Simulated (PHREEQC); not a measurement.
1 kg of water holding 0.067 mol KCl, 0.011 mol NaHCO3 and 0.14 mol Na2CO3 is evaporated at 25 °C; the solids stay in contact with the brine. CO2 is held at log p = -3.4 (atm). Solids allowed: Halite, Kalicinite, Nahcolite, Natron, Sylvite, Trona. Others were left out.

The series has 26 steps of water left (kg), from 0.9994 to 0.003359.

All values are PHREEQC results (Pitzer model, pitzer.dat), not measurements.

Question: Which solids form, in which order, and at which step of the series does each first stand?

Answer: Trona from water left = 0.05233 kg (pH 10.20); Sylvite from water left = 0.01644 kg (pH 10.26).
